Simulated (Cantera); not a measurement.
Feed: 1 mol FeS2, 1.5 mol SO3, 32 mol N2, held at 825 K and 0.100 bar.

Cantera equilibrium calculation (NASA polynomials, part measured and part estimated; ideal gas, pure solids and liquids). Candidate condensed phases: Fe, FeO, FeS, FeSO4, FeS2, Fe2O3, Fe2(SO4)3, Fe3O4, S; 19 gas species. FeS: taken at fixed stoichiometry. Gases not in the tables: S3 to S7. The numbers say what is thermodynamically allowed, not how fast it happens.

Base state: N2 0.931, SO2 0.0654, S2 0.00354, S2O 0.000134 (mole fractions); condensed: FeS(s).

Task: What changes in the equilibrium state with this change: temperature from 825 K to 1898.15 K?

Result: 
```csv
species,before,after
N2,0.931,0.921
SO2,0.0654,0.0455
S2,0.00354,0.0221
SO,3.28e-7,0.00965
Fe,<1e-9,0.000243
S,<1e-9,0.000741
NO,<1e-9,1.13e-5
S2O,0.000134,0.000321
"FeS(s), mol",1.00,0
"FeO(l), mol",0,0.991
```
The tables' stoichiometric FeO is somewhat more stable than real wüstite, so its field is too wide. FeO: taken at fixed stoichiometry.
